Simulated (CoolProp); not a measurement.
A closed Brayton cycle with carbon dioxide: compressor inlet 313.15 K and 9.5 MPa, high pressure 21.1 MPa, turbine inlet 680 K, compressor efficiency 0.89, turbine efficiency 0.93, recuperator effectiveness 0.9 (on enthalpy, no pinch check). Each further row changes one setting.

The numbers come from the reference Helmholtz-energy equation of state, Span 1996 in CoolProp.

```json
[
 {"case": "as stated", "thermal efficiency (%)": "29.2", "net work (kJ/kg)": "67.5", "compressor to turbine work": "0.23", "compressor exit (K)": "341.9", "turbine exit (K)": "591.0"},
 {"case": "turbine inlet 630 K", "thermal efficiency (%)": "27.3", "net work (kJ/kg)": "59.4", "compressor to turbine work": "0.25", "compressor exit (K)": "341.9", "turbine exit (K)": "544.4"},
 {"case": "compressor inlet 323.15 K", "thermal efficiency (%)": "28.6", "net work (kJ/kg)": "56.4", "compressor to turbine work": "0.36", "compressor exit (K)": "377.9", "turbine exit (K)": "591.0"},
 {"case": "high pressure 17.9 MPa", "thermal efficiency (%)": "26.8", "net work (kJ/kg)": "55.9", "compressor to turbine work": "0.21", "compressor exit (K)": "335.6", "turbine exit (K)": "609.0"},
 {"case": "recuperator effectiveness 0.5", "thermal efficiency (%)": "18.9", "net work (kJ/kg)": "67.5", "compressor to turbine work": "0.23", "compressor exit (K)": "341.9", "turbine exit (K)": "591.0"}
]
```
